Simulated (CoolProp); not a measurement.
The numbers come from the reference Helmholtz-energy equation of state, de Reuck 1993 in CoolProp.

Task: Give the vapour pressure (bar), liquid density (kg/m³), vapour density (kg/m³), enthalpy of vaporisation (kJ/kg) of saturated methanol at -18.65, 160.55 °C.

Result: 
| T (°C) | p (bar) | liquid density (kg/m³) | vapour density (kg/m³) | enthalpy of vaporisation (kJ/kg) |
|---|---|---|---|---|
| -18.65 | 0.0114 | 827 | 0.0173 | 1230 |
| 160.55 | 17.8 | 630 | 20.8 | 815 |
